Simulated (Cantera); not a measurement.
A closed system holds: 1 mol toluene, 1.8 mol H2O, held at 1248 K and 2.60 mbar.

Method: chemical equilibrium by Gibbs-energy minimisation in Cantera with the NASA 1993 tables (ideal gas, pure condensed phases). Rates play no part.

```
species            before    after
----------------  -------  -------
H2                  0.763    0.558
CO                  0.237    0.442
CH4               1.69e-5  9.01e-6
C(graphite), mol     5.20     2.40
```
Gas species are given as mole fractions.

Question: Name the change that produced these shifts.
A) 1.4 mol O2 added
B) H2O from 1.8 to 0.14 mol
C) pressure from 2.60 mbar to 4.20 bar
D) toluene replaced by C2H5OH

Answer: A, 1.4 mol O2 added
